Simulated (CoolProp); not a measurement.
Vapour-liquid equilibrium of CHF3 (R23) (1) + R143a (2) at 254.9 K; x and y are mole fractions of (1).

Computed with CoolProp (multi-fluid Helmholtz-energy mixture model, Penoncello 2003 and Lemmon and Jacobsen 2000; pair parameters Bell 2016).

```tsv
x	bubble pressure, mixture model (kPa)	bubble pressure, Raoult's law (kPa)	y, mixture model	y, Raoult's law
0.05	379.4	393.0	0.146	0.187
0.2	528.5	563.5	[?]	0.523
0.35	696.3	734.1	0.655	0.702
0.5	871.6	904.7	[?]	0.814
0.65	1048	1075	0.862	0.891
0.8	1225	1246	0.926	0.946
0.95	1409	1416	[?]	0.988
```

Task: Complete the blanks.

Result: 
- 0.2, y, mixture model: 0.463
- 0.5, y, mixture model: 0.777
- 0.95, y, mixture model: 0.982

The largest gap from Raoult's law is -6.2 % in bubble pressure, at x = 0.2. No azeotrope shows between x = 0.05 and 0.95.

The pair parameters rest on a limited set of measurements; away from them the model extrapolates.
